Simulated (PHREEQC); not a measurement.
A solution holds 0.0079 mol KH2PO4, 0.0026 mol Na2SO4 and 0.79 mol NaCl per kg of water, at 22 °C. Closed to the air; pH follows from the charge balance.

Equilibrium calculation in PHREEQC: ion-association model, wateq4f.dat.

| quantity | before | after |
|---|---|---|
| pH | 4.47 | 4.45 |
| ionic strength (mol/kgw) | 0.804 | 0.803 |
| SO4-2 (mol/kgw) | 0.00152 | 0.00143 |
| NaSO4- (mol/kgw) | 0.00107 | 0.00115 |
| HPO4-2 (mol/kgw) | 5.14e-5 | 7.53e-5 |
| H3PO4 (mol/kgw) | 2.08e-5 | 3.93e-5 |
| SI of Mirabilite (Na2SO4:10H2O) | -2.95 | -5.59 |

Question: What was changed between the two runs?
A) NaCl left out
B) 0.41 mol/kgw HCl added
C) temperature from 22 to 45 °C
D) 0.28 mol/kgw NaHCO3 added
E) temperature from 22 to 85 °C

Answer: E, temperature from 22 to 85 °C

No solid was allowed to form. The ionic strength passes 0.7 mol/kgw, the rough limit of the ion-association models, in every such run. H3PO4, which wateq4f.dat lacks, is added to it with the constant of phreeqc.dat. At this temperature some constants are extrapolated from 25 °C, and those without enthalpy data are left unchanged.
